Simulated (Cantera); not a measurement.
Charge: 1 mol Si, 0.0077 mol O₂, 60 mol N₂, 0.16 mol N₂O, equilibrated at 13.0 Pa.

Cantera equilibrium calculation (NASA polynomials, part measured and part estimated; ideal gas, pure solids and liquids). Candidate condensed phases: Si, SiO₂, Si₂N₂O, Si₃N₄; 16 gas species. Mutual solubility and eutectic melting of coexisting phases are not modelled. The tables' values for SiN are old estimates; treat these amounts as uncertain. Rates play no part.

x: gas mole fraction; n: condensed amount in mol.

| T (°C) | x N₂ | x Si | x SiO | x Si₂N | x SiN | x Si₂ | x Si₃ | n Si₂N₂O(s) | n Si₃N₄(s) | n Si(s) | n Si(l) |
|---|---|---|---|---|---|---|---|---|---|---|---|
| 650 | 1.00 | <1e-12 | <1e-12 | <1e-12 | <1e-12 | <1e-12 | <1e-12 | 0.175 | 0.216 | 0 | 0 |
| 750 | 1.00 | <1e-12 | … | <1e-12 | <1e-12 | <1e-12 | <1e-12 | 0.175 | 0.216 | 0 | 0 |
| 850 | 1.00 | <1e-12 | 7.61e-10 | <1e-12 | <1e-12 | <1e-12 | <1e-12 | 0.175 | 0.216 | 0 | 0 |
| 950 | 1.00 | 1.44e-10 | 1.26e-7 | <1e-12 | 8.95e-12 | <1e-12 | <1e-12 | 0.175 | 0.216 | 0 | 0 |
| 1050 | 1.000 | 2.48e-8 | 9.53e-6 | 3.66e-11 | 8.56e-10 | <1e-12 | <1e-12 | 0.175 | 0.217 | 0 | 0 |
| 1150 | 1.000 | 2.07e-6 | 0.000387 | 1.02e-8 | 4.27e-8 | 2.60e-10 | 7.00e-12 | 0.152 | 0.224 | 0 | 0 |
| 1250 | 0.997 | 9.55e-5 | 0.00293 | 1.35e-6 | 1.27e-6 | 9.88e-8 | 1.29e-8 | 0 | 0.273 | 0 | 0 |
| 1350 | 0.996 | 0.00120 | 0.00290 | 1.86e-5 | 1.08e-5 | 3.45e-6 | 7.86e-7 | 0 | 0 | 0.748 | 0 |
| 1450 | 0.989 | … | 0.00288 | … | 4.82e-5 | 3.58e-5 | … | 0 | 0 | 0 | … |
| 1550 | 0.984 | 0.0133 | 0.00287 | 3.80e-5 | 6.21e-5 | 3.35e-5 | 3.07e-6 | 0 | 0 | 0 | 0 |
| 1650 | 0.984 | 0.0134 | 0.00287 | 6.93e-6 | 4.78e-5 | 1.17e-5 | 2.69e-7 | 0 | 0 | 0 | 0 |
| 1750 | 0.984 | 0.0134 | 0.00287 | 1.48e-6 | 3.75e-5 | 4.51e-6 | 2.94e-8 | 0 | 0 | 0 | 0 |
| 1850 | 0.984 | 0.0134 | 0.00287 | 3.64e-7 | 3.00e-5 | 1.89e-6 | 3.94e-9 | 0 | 0 | 0 | 0 |
| 1950 | 0.984 | 0.0135 | 0.00287 | 1.01e-7 | 2.46e-5 | 8.57e-7 | 6.31e-10 | 0 | 0 | 0 | 0 |

Question: Complete the blanks.

Answer: 
- 1450, x Si: 0.00756
- 1450, x Si₂N: 8.46e-5
- 1450, x Si₃: 8.91e-6
- 1450, n Si(l): 0.345
- 750, x SiO: 1.66e-12
